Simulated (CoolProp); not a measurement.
Saturation properties of isopentane.

Values from CoolProp's reference Helmholtz-energy equation of state, Lemmon 2006. It is a short technical equation, of lower accuracy than the large ones.

| T (°C) | p (MPa) | liquid density (kg/m³) | vapour density (kg/m³) | liquid cp (kJ/(kg K)) | liquid conductivity (mW/(m K)) |
|---|---|---|---|---|---|
| 74.35 | 0.3980 | 560.7 | 11.22 | 2.562 | 87.1 |
| 87.85 | 0.5508 | 544.0 | 15.45 | 2.655 | 83.0 |
| 101.25 | 0.7418 | 526.2 | 20.88 | 2.759 | 79.0 |
| 114.75 | 0.9800 | 506.7 | 27.94 | 2.880 | 74.9 |
| 128.25 | 1.271 | 485.2 | 37.13 | 3.027 | 70.7 |
| 141.65 | 1.618 | 460.9 | 49.24 | 3.220 | 66.7 |
| 155.15 | 2.036 | 432.1 | 66.06 | 3.519 | 62.7 |
| 168.55 | 2.529 | 395.8 | 91.06 | 4.131 | 59.4 |

It boils at 27.8 °C under 1 atm.

Thermal conductivity comes from a separate model (Vassiliou 2015).
